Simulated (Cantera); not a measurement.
Ignition delay

Mixture: 7.39 % C3H8, 17.6 % O2, 66.1 % N2, 8.87 % H2O, at 5.00 bar, adiabatic and at constant pressure. Ignition delay is the time to a rise of 400 K.

Model: GRI-Mech 3.0 (53 species, 325 reactions), integrated in Cantera. GRI-Mech 3.0 was tuned for natural gas; its chemistry of propane as a main component is partial and can be far from experiment.

```csv
T0 (K),delay (ms)
1300,0.530
1400,0.122
1500,0.0381
1600,0.0154
1700,0.00773
1800,0.00454
1900,0.00300
```

```
Item                                                    Result
--------------------------------------------------  ----------
apparent activation energy between 1700 and 1900 K  130 kJ/mol
```
